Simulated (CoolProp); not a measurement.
A single-stage vapour-compression cycle with C3F8 (R218): evaporating at 202.15 K (dew point), condensing at 267.15 K (bubble point), superheat 8 K, subcooling 5 K, compressor efficiency 0.6, no pressure losses. Each further row changes one setting.

Values from CoolProp's reference Helmholtz-energy equation of state, Lemmon 2006. It is a short technical equation, of lower accuracy than the large ones.

```csv
case,cooling COP,pressure ratio,discharge temperature (K),refrigerating effect (kJ/kg),volumetric capacity (kJ/m³)
as stated,1.26,21.6,287.0,63.6,109
evaporating temperature 207.15 K,1.46,15.7,284.8,66.7,154
condensing temperature 262.15 K,1.45,18.2,282.5,68.8,118
subcooling 10 K,1.36,21.6,287.0,68.8,118
superheat 18 K,1.32,21.6,298.2,70.2,114
compressor efficiency 0.5,1.05,21.6,299.3,63.6,109
```
